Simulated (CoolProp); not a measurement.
Saturation properties of carbon monoxide.

Model: reference Helmholtz-energy equation of state, Lemmon 2006, in CoolProp. It is a short technical equation, of lower accuracy than the large ones.

```
T (K)  p (kPa)  vapour density (kg/m³)  liquid cp (kJ/(kg K))  surface tension (mN/m)
-----  -------  ----------------------  ---------------------  ----------------------
87.3     184.4                   7.597                  2.170                    8.32
91.5     273.2                   10.97                  2.200                    7.45
95.7     390.3                   15.38                  2.244                    6.59
100      544.4                   21.20                  2.306                    5.72
104.2    733.4                   28.45                  2.389                    4.89
108.4    965.7                   37.63                  2.503                    4.07
112.6     1246                   49.29                  2.666                    3.28
116.8     1581                   64.27                  2.912                    2.51
```

It boils at 81.6 K under 1 atm.

Surface tension comes from a separate correlation (Mulero 2012).
